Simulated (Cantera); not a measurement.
Input: 1 mol Si, 3.3 mol NF₃, 4.5 mol H₂, equilibrated at 1.00 bar.

These are equilibrium values from Cantera (NASA tables, ideal gas, pure condensed phases), not measurements of a reactor. Candidate condensed phases: Si, Si₃N₄; 37 gas species. The numbers say what is thermodynamically allowed, not how fast it happens. All values below are at 1100 K.

Base state: HF 0.584, N₂ 0.163, H₂ 0.153, SiF₄ 0.0990 (mole fractions); condensed: gas only.

**Question.** What changes in the equilibrium state with this change: H₂ from 4.5 to 0.14 mol?

**Answer.** 
| species | before | after |
|---|---|---|
| F₂ | <1e-9 | 0.369 |
| N₂ | 0.163 | 0.264 |
| SiF₄ | 0.0990 | 0.163 |
| HF | 0.584 | 0.0458 |
| H₂ | 0.153 | <1e-9 |
| F | <1e-9 | 0.147 |
| NF₃ | <1e-9 | 0.0115 |
| NF₂ | <1e-9 | 1.13e-5 |
